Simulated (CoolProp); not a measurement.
Properties of oxygen along the isobar 6.7 MPa.

Model: reference Helmholtz-energy equation of state, Schmidt 1985, in CoolProp.

| T (°C) | phase | Z | Joule-Thomson coefficient (K/MPa) | viscosity (µPa s) |
|---|---|---|---|---|
| -199.05 | liquid | 0.2833 | -0.3583 | ___ |
| -190.25 | liquid | 0.2617 | ___ | 254 |
| -181.55 | liquid | 0.2451 | -0.3255 | 200 |
| -172.85 | liquid | 0.2323 | -0.2952 | 163 |
| -164.15 | liquid | 0.2227 | -0.2509 | 135 |
| -155.45 | liquid | 0.2159 | -0.1864 | 112 |
| -146.65 | liquid | 0.2119 | ___ | 93.7 |
| -137.95 | liquid | 0.2115 | 0.06472 | ___ |
| -129.25 | liquid | 0.2160 | 0.3351 | 63.2 |
| -120.55 | liquid | 0.2317 | 0.9282 | 49.1 |
| -111.85 | supercritical | 0.3130 | 3.258 | 30.1 |
| -103.15 | supercritical | 0.5470 | 5.612 | ___ |
| -94.35 | supercritical | 0.6556 | ___ | 17.2 |

**Question.** Fill in the missing entries.

**Answer.** 
- -199.05, viscosity (µPa s): 338
- -190.25, Joule-Thomson coefficient (K/MPa): -0.3456
- -146.65, Joule-Thomson coefficient (K/MPa): -0.08865
- -137.95, viscosity (µPa s): 77.7
- -103.15, viscosity (µPa s): 18.4
- -94.35, Joule-Thomson coefficient (K/MPa): 5.530

Viscosity comes from a separate model (Lemmon 2004).
